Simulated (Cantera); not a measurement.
Input (Python, Cantera) and output of one run.

```python
import numpy as np
import cantera as ct

gas_names = """
    C CH CH2 CH3 CH2OH CH3O CH4 CH3OH CO CO2 COOH C2 C2H CHCO,ketyl C2H2,acetylene C2H2,vinylidene
    CH2CO,ketene C2H3,vinyl CH3CO,acetyl C2H4 C2H4O,ethylen CH3CHO,ethanal CH3COOH (HCOOH)2 C2H5 C2H6
    CH3OCH3 C2H5OH C2O C3 C3H3,propargyl C3H4,allene C3H4,propyne C3H4,cyclo- C3H5,allyl C3H6,propylene
    C3H6,cyclo- C3H6O C3H7,n-propyl C3H7,i-propyl C3H8 C3H8O,1propanol C3H8O,2propanol C3O2 C4 C4H2
    C4H4,1,3-cyclo- C4H6,butadiene C4H6,2-butyne C4H6,cyclo- C4H8,1-butene C4H8,cis2-buten
    C4H8,tr2-butene C4H8,isobutene C4H8,cyclo- (CH3COOH)2 C4H9,n-butyl C4H9,i-butyl C4H9,s-butyl
    C4H9,t-butyl C4H10,isobutane C4H10,n-butane C5 C5H6,1,3cyclo- C5H8,cyclo- C5H10,1-pentene
    C5H10,cyclo- C5H11,pentyl C5H11,t-pentyl C5H12,n-pentane C5H12,i-pentane CH3C(CH3)2CH3 C6H2
    C6H5,phenyl C6H5O,phenoxy C6H6 C6H5OH,phenol C6H10,cyclo- C6H12,1-hexene C6H12,cyclo- C6H13,n-hexyl
    C7H7,benzyl C7H8 C7H8O,cresol C7H14,1-heptene C7H15,n-heptyl C7H16,n-heptane C8H8,styrene
    C8H10,ethylbenz C8H16,1-octene C8H17,n-octyl C8H18,isooctane C8H18,n-octane C9H19,n-nonyl
    C10H8,naphthale C10H21,n-decyl C12H9,o-bipheny C12H10,bipheny H HCO HO2 H2 HCHO,formaldehy HCOOH H2O
    H2O2 O OH O2 O3 Ti TiO TiO2
""".split()
cond_names = """
    C(gr) C6H6(L) C7H8(L) C8H18(L),n-octa H2O(s) H2O(L) Ti(a) Ti(b) Ti(L) TiC(s) TiC(L) TiO(a) TiO(b)
    TiO(L) TiO2(ru) TiO2(L) Ti2O3(a) Ti2O3(b) Ti2O3(L) Ti3O5(a) Ti3O5(b) Ti3O5(L) Ti4O7(s) Ti4O7(L)
""".split()


def load(file, names, dense=False):
    # The tables refer to 1 bar. Condensed volumes are neglected.
    table = {s.name: s for s in ct.Species.list_from_file(file)}
    out = []
    for n in names:
        d = dict(table[n].input_data)
        d["thermo"] = dict(d["thermo"], **{"reference-pressure": 1e5})
        if dense:
            d["equation-of-state"] = {"model": "constant-volume", "density": "1e6 g/cm^3"}
        out.append(ct.Species.from_dict(d))
    return out


gas = ct.Solution(thermo="ideal-gas", species=load("nasa_gas.yaml", gas_names))
cond = {s.name: ct.Solution(thermo="fixed-stoichiometry", species=[s], name=s.name)
        for s in load("nasa_condensed.yaml", cond_names, dense=True)}
atoms = {
    'Ti(OiPr)4': {'Ti': 1, 'C': 12, 'H': 28, 'O': 4},
    'H2O': {'H': 2, 'O': 1},
    'H2': {'H': 2},
}
top_T = {'C(gr)': 4500}  # K; cautious upper limits of use, not melting points


def equilibrate(T, P, feed):
    n = {}
    for name, mol in feed.items():
        for a, k in atoms[name].items():
            n[a] = n.get(a, 0.0) + k * mol
    gas.TPX = T, P, n
    mass = sum(n.values()) * gas.mean_molecular_weight
    gas.equilibrate("TP")
    valid = [c for c in cond.values() if c.min_temp <= T <= top_T.get(c.name, c.max_temp)]
    mix = ct.Mixture([(gas, mass / gas.mean_molecular_weight)] + [(c, 0.0) for c in valid])
    mix.T, mix.P = T, P
    mix.equilibrate("TP", solver="vcs", rtol=1e-11, max_steps=5000)
    return mix


results = []
feed = {'Ti(OiPr)4': 1, 'H2O': 2.2, 'H2': 38}  # mol
for P in [10, 37, 140, 520, 1900, 7200, 27000, 100000]:
    for T in [1273, 1348, 1423, 1498, 1573, 1648, 1723, 1798, 1873, 1948, 2023, 2098, 2173]:
        mix = equilibrate(T, P, feed)
        results.append((T, P, feed, dict(zip(mix.species_names, mix.species_moles))))

for T, P, feed, n in results:
    print(f"{T:7g} {P:10.4g}  " + (" + ".join(c for c in cond_names if n.get(c, 0) > 1e-12) or "gas only"))
```

Output:

```
   1273         10  C(gr) + TiC(s)
   1348         10  C(gr) + TiC(s)
   1423         10  C(gr) + TiC(s)
   1498         10  C(gr) + TiC(s)
   1573         10  C(gr) + TiC(s)
   1648         10  C(gr) + TiC(s)
   1723         10  C(gr) + TiC(s)
   1798         10  C(gr) + TiC(s)
   1873         10  C(gr) + TiC(s)
   1948         10  C(gr) + TiC(s)
   2023         10  C(gr) + TiC(s)
   2098         10  C(gr) + TiC(s)
   2173         10  C(gr) + TiC(s)
   1273         37  C(gr) + TiC(s)
   1348         37  C(gr) + TiC(s)
   1423         37  C(gr) + TiC(s)
   1498         37  C(gr) + TiC(s)
   1573         37  C(gr) + TiC(s)
   1648         37  C(gr) + TiC(s)
   1723         37  C(gr) + TiC(s)
   1798         37  C(gr) + TiC(s)
   1873         37  C(gr) + TiC(s)
   1948         37  C(gr) + TiC(s)
   2023         37  C(gr) + TiC(s)
   2098         37  C(gr) + TiC(s)
   2173         37  C(gr) + TiC(s)
   1273        140  C(gr) + TiC(s)
   1348        140  C(gr) + TiC(s)
   1423        140  C(gr) + TiC(s)
   1498        140  C(gr) + TiC(s)
   1573        140  C(gr) + TiC(s)
   1648        140  C(gr) + TiC(s)
   1723        140  C(gr) + TiC(s)
   1798        140  C(gr) + TiC(s)
   1873        140  C(gr) + TiC(s)
   1948        140  C(gr) + TiC(s)
   2023        140  C(gr) + TiC(s)
   2098        140  C(gr) + TiC(s)
   2173        140  C(gr) + TiC(s)
   1273        520  C(gr) + TiC(s)
   1348        520  C(gr) + TiC(s)
   1423        520  C(gr) + TiC(s)
   1498        520  C(gr) + TiC(s)
   1573        520  C(gr) + TiC(s)
   1648        520  C(gr) + TiC(s)
   1723        520  C(gr) + TiC(s)
   1798        520  C(gr) + TiC(s)
   1873        520  C(gr) + TiC(s)
   1948        520  C(gr) + TiC(s)
   2023        520  C(gr) + TiC(s)
   2098        520  C(gr) + TiC(s)
   2173        520  C(gr) + TiC(s)
   1273       1900  C(gr) + TiC(s)
   1348       1900  C(gr) + TiC(s)
   1423       1900  C(gr) + TiC(s)
   1498       1900  C(gr) + TiC(s)
   1573       1900  C(gr) + TiC(s)
   1648       1900  C(gr) + TiC(s)
   1723       1900  C(gr) + TiC(s)
   1798       1900  C(gr) + TiC(s)
   1873       1900  C(gr) + TiC(s)
   1948       1900  C(gr) + TiC(s)
   2023       1900  C(gr) + TiC(s)
   2098       1900  C(gr) + TiC(s)
   2173       1900  C(gr) + TiC(s)
   1273       7200  C(gr) + TiC(s) + Ti3O5(b)
   1348       7200  C(gr) + TiC(s)
   1423       7200  C(gr) + TiC(s)
   1498       7200  C(gr) + TiC(s)
   1573       7200  C(gr) + TiC(s)
   1648       7200  C(gr) + TiC(s)
   1723       7200  C(gr) + TiC(s)
   1798       7200  C(gr) + TiC(s)
   1873       7200  C(gr) + TiC(s)
   1948       7200  C(gr) + TiC(s)
   2023       7200  C(gr) + TiC(s)
   2098       7200  C(gr) + TiC(s)
   2173       7200  C(gr) + TiC(s)
   1273    2.7e+04  C(gr) + Ti3O5(b)
   1348    2.7e+04  C(gr) + TiC(s) + Ti3O5(b)
   1423    2.7e+04  C(gr) + TiC(s)
   1498    2.7e+04  C(gr) + TiC(s)
   1573    2.7e+04  C(gr) + TiC(s)
   1648    2.7e+04  C(gr) + TiC(s)
   1723    2.7e+04  C(gr) + TiC(s)
   1798    2.7e+04  C(gr) + TiC(s)
   1873    2.7e+04  C(gr) + TiC(s)
   1948    2.7e+04  C(gr) + TiC(s)
   2023    2.7e+04  C(gr) + TiC(s)
   2098    2.7e+04  C(gr) + TiC(s)
   2173    2.7e+04  C(gr) + TiC(s)
   1273      1e+05  C(gr) + Ti4O7(s)
   1348      1e+05  C(gr) + Ti3O5(b)
   1423      1e+05  C(gr) + TiC(s) + Ti3O5(b)
   1498      1e+05  C(gr) + TiC(s)
   1573      1e+05  C(gr) + TiC(s)
   1648      1e+05  C(gr) + TiC(s)
   1723      1e+05  C(gr) + TiC(s)
   1798      1e+05  C(gr) + TiC(s)
   1873      1e+05  C(gr) + TiC(s)
   1948      1e+05  C(gr) + TiC(s)
   2023      1e+05  C(gr) + TiC(s)
   2098      1e+05  C(gr) + TiC(s)
   2173      1e+05  C(gr) + TiC(s)
```

These are equilibrium values from Cantera (NASA tables, ideal gas, pure condensed phases), not measurements of a reactor. The feed counts by its element totals alone. Mutual solubility and eutectic melting of coexisting phases are not modelled. TiC: taken at fixed stoichiometry. Condensed phases not in the tables: Magnéli phases beyond Ti4O7.
